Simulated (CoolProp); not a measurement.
Saturated liquid density (kg/m³) of acetone: the reference equation beside estimates from Tc = 235.0 °C, pc = 4.692 MPa, ω = 0.307.

Computed with CoolProp (reference Helmholtz-energy equation of state, Lemmon 2006). It is a short technical equation, of lower accuracy than the large ones.

| T (°C) | reference | van der Waals | Peng-Robinson |
|---|---|---|---|
| 45.75 | 761.0 | 390.0 | 672.9 |
| 49.75 | 756.4 | 387.8 | 669.1 |
| 53.75 | 751.7 | 385.5 | 665.2 |
| 57.75 | 747.0 | 383.2 | 661.2 |
| 61.75 | 742.2 | 380.9 | 657.1 |
| 65.75 | 737.4 | 378.5 | 653.0 |
| 69.75 | 732.5 | 376.1 | 648.7 |
| 73.75 | 727.6 | 373.7 | 644.3 |
| 77.75 | 722.6 | 371.2 | 639.9 |
| 81.85 | 717.5 | 368.6 | 635.2 |
| 85.85 | 712.4 | 366.1 | 630.5 |
| 89.85 | 707.2 | 363.5 | 625.8 |
| 93.85 | 702.0 | 360.9 | 620.9 |
| 97.85 | 696.7 | 358.2 | 615.8 |

Absolute difference from the reference over all 14 rows, mean and median: van der Waals 48.7 and 48.6 %, Peng-Robinson 11.5 and 11.5 %.
